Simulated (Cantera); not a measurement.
An isothermal, constant-pressure homogeneous reactor starts with 61.3 % NO, 38.7 % N₂, at 1550 K and 0.395 atm.

Computed with Cantera and GRI-Mech 3.0 (53 species, 325 reactions).

x: mole fraction; the columns are a selection and need not sum to one.

```csv
t (s),x NO,x N₂O,x O₂,x O,x NO₂,x N₂
0.000600,0.613,1.54e-6,2.34e-9,1.35e-7,1.42e-6,0.387
0.00193,0.613,4.90e-6,1.47e-8,1.50e-7,4.93e-6,0.387
0.00624,0.613,[?],[?],[?],[?],0.387
0.0201,0.613,4.27e-5,2.10e-6,3.41e-7,5.68e-5,0.387
0.0648,0.613,9.35e-5,3.95e-5,6.72e-7,0.000163,0.387
0.209,0.612,0.000126,0.000360,8.81e-7,0.000235,0.387
0.674,0.610,0.000127,0.00154,9.90e-7,0.000268,0.388
2.17,0.602,0.000123,0.00531,1.26e-6,0.000349,0.392
7.00,0.579,[?],[?],[?],[?],0.404
```

**Question.** Fill in the missing entries.

**Answer.** 
- 0.00624, x N₂O: 1.51e-5
- 0.00624, x O₂: 1.39e-7
- 0.00624, x O: 1.96e-7
- 0.00624, x NO₂: 1.66e-5
- 7.00, x N₂O: 0.000113
- 7.00, x O₂: 0.0169
- 7.00, x O: 1.85e-6
- 7.00, x NO₂: 0.000511
